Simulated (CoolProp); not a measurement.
Vapour-liquid equilibrium of hydrogen chloride (1) + ethane (2) at 17.4 bar; x and y are mole fractions of (1).

The numbers come from the multi-fluid Helmholtz-energy mixture model, Thol 2018 and Bücker 2006; pair parameters Bell 2016 in CoolProp.

### Question
Give the bubble temperature and the first vapour's composition at x = 0.125, 0.275, 0.35. Is there an azeotrope?

### Answer
x = 0.125: -18.1 °C, y = 0.207; x = 0.275: -21.7 °C, y = 0.364; x = 0.35: -22.6 °C, y = 0.422. y crosses x between x = 0.5 and 0.575: the model has an azeotrope there.

The pair parameters rest on a limited set of measurements; away from them the model extrapolates.
